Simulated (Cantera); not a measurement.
# Ignition delay

Mixture: 12.0 % CH4, 18.5 % O2, 69.5 % N2, equivalence ratio 1.3, at 2330 Torr, adiabatic and at constant volume. Ignition delay is the time to a rise of 400 K.

Cantera simulation using GRI-Mech 3.0 (53 species, 325 reactions); the numbers are that mechanism's predictions, not measurements.

```
T0 (K)  delay (ms)
------  ----------
1250          9.13
1300          4.87
1350          2.67
1400          1.50
1450         0.867
1500         0.513
```

The apparent activation energy between 1400 and 1500 K is 190 kJ/mol.
